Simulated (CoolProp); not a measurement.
R245ca along the isobar 35.6 bar: Z from the reference equation and from simpler models built on Tc = 447.6 K, pc = 39.41 bar, ω = 0.355; each cubic takes its own stable root.

Values from CoolProp's reference Helmholtz-energy equation of state, Zhou 2016.

```json
[
 {"T (K)": "351.3", "phase": "liquid", "reference": "0.1300"},
 {"T (K)": "358.4", "phase": "liquid", "reference": "0.1296"},
 {"T (K)": "365.4", "phase": "liquid", "reference": "0.1293"},
 {"T (K)": "372.5", "phase": "liquid", "reference": "0.1293"},
 {"T (K)": "379.5", "phase": "liquid", "reference": "0.1294"},
 {"T (K)": "386.6", "phase": "liquid", "reference": "0.1298"},
 {"T (K)": "393.6", "phase": "liquid", "reference": "0.1305"},
 {"T (K)": "400.7", "phase": "liquid", "reference": "0.1315"},
 {"T (K)": "407.7", "phase": "liquid", "reference": "0.1330"},
 {"T (K)": "414.8", "phase": "liquid", "reference": "0.1352"},
 {"T (K)": "421.8", "phase": "liquid", "reference": "0.1383"},
 {"T (K)": "428.9", "phase": "liquid", "reference": "0.1432"},
 {"T (K)": "435.9", "phase": "liquid", "reference": "0.1518"},
 {"T (K)": "443", "phase": "gas", "reference": "0.4612"},
 {"T (K)": "450", "phase": "gas", "reference": "0.5533"}
]
```

### Question
How far does each simpler model (van der Waals, Redlich-Kwong, Soave-Redlich-Kwong, Peng-Robinson) lie from the reference over these 15 states: mean and median of the absolute difference, and the worst?

### Answer
- van der Waals: mean 57.2 %, median 62.3 %, worst +70.8 % at 435.9 K and 35.6 bar
- Redlich-Kwong: mean 19.0 %, median 18.6 %, worst +31.9 % at 435.9 K and 35.6 bar
- Soave-Redlich-Kwong: mean 12.9 %, median 11.6 %, worst +24.1 % at 435.9 K and 35.6 bar
- Peng-Robinson: mean 3.2 %, median 2.6 %, worst +10.9 % at 435.9 K and 35.6 bar
